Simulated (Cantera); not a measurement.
What does this Cantera script print?

```python
import numpy as np
import cantera as ct

gas_names = """
    F F2 FS2F,fluorodisu S SF SF2 SF3 SF4 SF5 SF6 S2 S2F2,thiothiony S8 Si SiF SiF2 SiF3 SiF4 SiS Si2
    Si3
""".split()
cond_names = """
    S(cr1) S(cr2) S(L) Si(cr) Si(L)
""".split()


def load(file, names, dense=False):
    # The tables refer to 1 bar. Condensed volumes are neglected.
    table = {s.name: s for s in ct.Species.list_from_file(file)}
    out = []
    for n in names:
        d = dict(table[n].input_data)
        d["thermo"] = dict(d["thermo"], **{"reference-pressure": 1e5})
        if dense:
            d["equation-of-state"] = {"model": "constant-volume", "density": "1e6 g/cm^3"}
        out.append(ct.Species.from_dict(d))
    return out


gas = ct.Solution(thermo="ideal-gas", species=load("nasa_gas.yaml", gas_names))
cond = {s.name: ct.Solution(thermo="fixed-stoichiometry", species=[s], name=s.name)
        for s in load("nasa_condensed.yaml", cond_names, dense=True)}
atoms = {
    'Si': {'Si': 1},
    'SF6': {'S': 1, 'F': 6},
}
top_T = {}  # K; cautious upper limits of use, not melting points


def equilibrate(T, P, feed):
    n = {}
    for name, mol in feed.items():
        for a, k in atoms[name].items():
            n[a] = n.get(a, 0.0) + k * mol
    gas.TPX = T, P, n
    mass = sum(n.values()) * gas.mean_molecular_weight
    gas.equilibrate("TP")
    valid = [c for c in cond.values() if c.min_temp <= T <= top_T.get(c.name, c.max_temp)]
    mix = ct.Mixture([(gas, mass / gas.mean_molecular_weight)] + [(c, 0.0) for c in valid])
    mix.T, mix.P = T, P
    mix.equilibrate("TP", solver="vcs", rtol=1e-11, max_steps=5000)
    return mix


results = []
feed = {'Si': 1, 'SF6': 3.4}  # mol
T = 1198  # K
P = 1000  # Pa
mix = equilibrate(T, P, feed)
results.append((T, P, feed, dict(zip(mix.species_names, mix.species_moles))))
x = sorted(zip(gas.X, gas.species_names), reverse=True)
print(f"T = {T:g} K  P = {P:g} Pa  gas = {mix.phase_moles(0):.4g} mol")
print("   x: " + "  ".join(f"{s} {v:.3e}" for v, s in x if v > 0.001))
print("   condensed (mol): " + ("  ".join(f"{mix.phase(i).name} {mix.phase_moles(i):.4g}"
      for i in range(1, mix.n_phases) if mix.phase_moles(i) > 1e-12) or "none"))
```

It prints:

```
T = 1198 K  P = 1000 Pa  gas = 4.407 mol
   x: SF4 4.504e-01  SF6 3.183e-01  SiF4 2.269e-01  SF3 2.260e-03  F 1.518e-03
   condensed (mol): none
```

Cantera equilibrium calculation (NASA polynomials, part measured and part estimated; ideal gas, pure solids and liquids). The tables' values for SF3, SF5 are old estimates; treat these amounts as uncertain.
